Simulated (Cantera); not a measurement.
Feed: 1 mol HMDSO, 1.7 mol N2O, 84 mol N2, held at 1330 Pa.

Equilibrium computed with Cantera from the NASA thermochemical tables; the gas is ideal and each condensed phase is pure. Candidate condensed phases: C, C6H6, C7H8, C8H18, H2O, Si, SiC, SiO2, Si2N2O, Si3N4; 151 gas species. The feed counts by its element totals alone. The numbers say what is thermodynamically allowed, not how fast it happens.

Question: At 1450 K, list the 4 most abundant gas species with their mole fractions, and the condensed phases.

Answer: N2 0.888, H2 0.0942, CO 0.0178, HCN 0.000212. Condensed: C(graphite) + Si2N2O(s).
